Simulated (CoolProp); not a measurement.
Vapour-liquid equilibrium of cyclopentane (1) + octamethylcyclotetrasiloxane (D4) (2) at 189.95 °C; x and y are mole fractions of (1).

The numbers come from the multi-fluid Helmholtz-energy mixture model, Gedanitz 2015 and Thol 2015; pair parameters Bell 2016 in CoolProp.

```json
[
 {"x": "0.05", "bubble pressure (bar)": "1.948", "y at the bubble point": "0.276", "dew pressure at overall composition x (bar)": "1.506", "liquid density (mol/L)": "2.612"},
 {"x": "0.15", "bubble pressure (bar)": "3.090", "y at the bubble point": "0.566", "dew pressure at overall composition x (bar)": "1.676", "liquid density (mol/L)": "2.833"},
 {"x": "0.25", "bubble pressure (bar)": "4.403", "y at the bubble point": "0.715", "dew pressure at overall composition x (bar)": "1.886", "liquid density (mol/L)": "3.087"},
 {"x": "0.35", "bubble pressure (bar)": "5.914", "y at the bubble point": "0.806", "dew pressure at overall composition x (bar)": "2.153", "liquid density (mol/L)": "3.381"},
 {"x": "0.45", "bubble pressure (bar)": "7.653", "y at the bubble point": "0.865", "dew pressure at overall composition x (bar)": "2.506", "liquid density (mol/L)": "3.725"},
 {"x": "0.55", "bubble pressure (bar)": "9.657", "y at the bubble point": "0.907", "dew pressure at overall composition x (bar)": "2.994", "liquid density (mol/L)": "4.133"},
 {"x": "0.65", "bubble pressure (bar)": "11.97", "y at the bubble point": "0.938", "dew pressure at overall composition x (bar)": "3.713", "liquid density (mol/L)": "4.624"},
 {"x": "0.75", "bubble pressure (bar)": "14.63", "y at the bubble point": "0.961", "dew pressure at overall composition x (bar)": "4.881", "liquid density (mol/L)": "5.225"},
 {"x": "0.85", "bubble pressure (bar)": "17.67", "y at the bubble point": "0.980", "dew pressure at overall composition x (bar)": "7.123", "liquid density (mol/L)": "5.975"},
 {"x": "0.95", "bubble pressure (bar)": "21.05", "y at the bubble point": "0.994", "dew pressure at overall composition x (bar)": "13.21", "liquid density (mol/L)": "6.929"}
]
```

No azeotrope shows between x = 0.05 and 0.95.

Pair parameters are fitted to limited data, so mixtures are less certain than the pure fluids.
